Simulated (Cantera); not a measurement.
A counterflow diffusion flame at 1.01 bar, nozzles 20 mm apart: fuel side CO : H₂ = 1 : 0.37 (molar parts) at 550 K, oxidiser side O₂ : N₂ = 0.22 : 0.78 (molar parts) at 773 K, fuel mass flux 0.87 times the oxidiser's; mixture-averaged transport, no radiation.

Cantera simulation using GRI-Mech 3.0 (53 species, 325 reactions); the numbers are that mechanism's predictions, not measurements. The maximum strain rate includes the flame's own expansion and is several times the mean.

x: mole fraction; the columns are a selection and need not sum to one.

```tsv
oxidiser flux (kg/m²/s)	max strain (1/s)	mean strain (1/s)	T max (K)	peak x OH	peak x H	peak x NO	peak x CO
0.61	416	124	2308	0.0138	0.0114	0.000297	0.752
0.84	(withheld)	171	2261	0.0139	(withheld)	(withheld)	0.752
1.2	(withheld)	244	2208	0.0139	(withheld)	(withheld)	0.751
1.6	1030	325	2161	0.0138	0.0163	0.000106	0.751
2.2	1390	447	2112	0.0136	0.0182	8.11e-5	0.750
3	1870	610	2060	0.0133	0.0201	6.42e-5	0.750
4.2	2570	854	2003	0.0130	0.0224	5.19e-5	0.750
5.8	3500	1180	1944	0.0124	0.0245	4.27e-5	0.750
```

What belongs in the gaps?


- 0.84, max strain (1/s): 560
- 0.84, peak x H: 0.0129
- 0.84, peak x NO: 0.000208
- 1.2, max strain (1/s): 784
- 1.2, peak x H: 0.0147
- 1.2, peak x NO: 0.000142
